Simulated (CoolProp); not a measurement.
Properties of dry air at several states.

Values from CoolProp's reference Helmholtz-energy equation of state, Lemmon 2000. It is a pseudo-pure fit of the blend.

| T (°C) | p (MPa) | phase | speed of sound (m/s) | Joule-Thomson coefficient (K/MPa) | expansivity (1/kK) | viscosity (µPa s) | fugacity coefficient |
|---|---|---|---|---|---|---|---|
| 16.75 | 3.53 | gas | 346.2 | 2.139 | 3.787 | ___ | 0.9875 |
| 115.55 | 0.262 | gas | ___ | ___ | 2.580 | ___ | 1.000 |
| -143.35 | 2.19 | gas | ___ | ___ | ___ | 10.1 | 0.7970 |
| 644.25 | 0.159 | gas | 595.0 | -0.4287 | 1.090 | ___ | 1.001 |

Problem. Some entries are withheld; supply them.

Solution. 
- 16.75, viscosity (µPa s): 18.6
- 115.55, speed of sound (m/s): 395.2
- 115.55, Joule-Thomson coefficient (K/MPa): 1.208
- 115.55, viscosity (µPa s): 22.6
- -143.35, speed of sound (m/s): 199.1
- -143.35, Joule-Thomson coefficient (K/MPa): 10.73
- -143.35, expansivity (1/kK): 19.16
- 644.25, viscosity (µPa s): 40.9

Viscosity comes from a separate model (Lemmon 2004).
